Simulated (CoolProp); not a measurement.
A simple Rankine cycle with R245fa: condensing at 297.15 K, boiler at 0.575 MPa, turbine inlet 343 K, turbine efficiency 0.7, pump efficiency 0.8, no recuperator. Each further row changes one setting.

Computed with CoolProp (reference Helmholtz-energy equation of state, Akasaka 2015).

```
case                             thermal efficiency (%)  net work (kJ/kg)  heat in (kJ/kg)  turbine exit temperature (K)  volume ratio over the turbine
-------------------------------  ----------------------  ----------------  ---------------  ----------------------------  -----------------------------
as stated                                             …              17.5              225                         314.9                           4.09
turbine inlet 363 K                                   …              19.0              247                         335.9                           4.02
condensing temperature 289.15 K                     9.1              21.4              236                         309.6                           5.52
boiler pressure 0.402 MPa                             …              13.6              229                         323.3                           2.80
turbine efficiency 0.6                              6.6                 …              225                         317.6                           4.13
```

Question: Complete the blanks.

Answer: 
- as stated, thermal efficiency (%): 7.8
- turbine inlet 363 K, thermal efficiency (%): 7.7
- boiler pressure 0.402 MPa, thermal efficiency (%): 5.9
- turbine efficiency 0.6, net work (kJ/kg): 14.9
